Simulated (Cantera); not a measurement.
A Cantera script and what it prints.

```python
import numpy as np
import cantera as ct

gas_names = """
    H HNO HNO2 HNO3 HO2 H2 H2O H2O2 N NH NH2 NH3 NH2OH NO NO2 NO3 N2 N2H2 N2H4 N2O O OH O2 O3
""".split()
cond_names = """
    H2O(s) H2O(L)
""".split()


# ... load() reads the species with a 1 bar reference pressure and builds the phases ...
atoms = {
    'N2O': {'N': 2, 'O': 1},
    'H2': {'H': 2},
}
top_T = {}  # K; cautious upper limits of use, not melting points


# ... equilibrate(T, P, feed) seeds the gas with the atoms and calls Mixture.equilibrate('TP', solver="vcs", rtol=1e-11, max_steps=5000) ...
results = []
feed = {'N2O': 1, 'H2': 0.55}  # mol
T = 3175  # K
for P in [10, 52, 280, 1400, 7600, 40000, 210000, 1100000, 5700000, 30000000]:
    mix = equilibrate(T, P, feed)
    results.append((T, P, feed, dict(zip(mix.species_names, mix.species_moles))))

top = {s: max(r[3][s] / sum(r[3][g] for g in gas_names) for r in results) for s in gas_names}
cols = sorted((s for s in top if top[s] > 1e-06), key=lambda s: -top[s])[:7]
seen = [c for c in cond_names if any(r[3].get(c, 0) > 1e-12 for r in results)]
print("log10 of partial pressures in bar; condensed amounts in mol")
print(f"{'P/Pa':>10s}" + "".join(f"{s[:9]:>10s}" for s in cols + seen))
for T, P, feed, n in results:
    ng = sum(n[g] for g in gas_names)
    print(f"{P:10.4g}" + "".join(f"{np.log10(max(n[s] / ng * P / 1e5, 1e-99)):10.3f}" for s in cols)
          + "".join(f"{n.get(c, 0):10.4g}" for c in seen))
```

It prints:

```
log10 of partial pressures in bar; condensed amounts in mol
      P/Pa        N2         H         O       H2O        O2        OH        H2
        10    -4.494    -4.451    -4.494   -10.427    -7.589    -7.562    -7.740
        52    -3.776    -3.736    -3.783    -8.287    -6.166    -6.136    -6.310
       280    -3.039    -3.015    -3.072    -6.133    -4.744    -4.703    -4.867
      1400    -2.318    -2.363    -2.441    -4.198    -3.483    -3.421    -3.563
      7600    -1.523    -1.802    -1.889    -2.525    -2.378    -2.308    -2.443
     4e+04    -0.737    -1.420    -1.452    -1.323    -1.505    -1.489    -1.677
   2.1e+05     0.023    -1.145    -1.064    -0.385    -0.728    -0.825    -1.128
   1.1e+06     0.761    -0.923    -0.690     0.433     0.019    -0.230    -0.684
   5.7e+06     1.484    -0.726    -0.324     1.193     0.752     0.334    -0.289
     3e+07     2.210    -0.537     0.043     1.938     1.486     0.889     0.088
```

Method: chemical equilibrium by Gibbs-energy minimisation in Cantera with the NASA 1993 tables (ideal gas, pure condensed phases). The ideal-gas law is rough above about 30 bar.
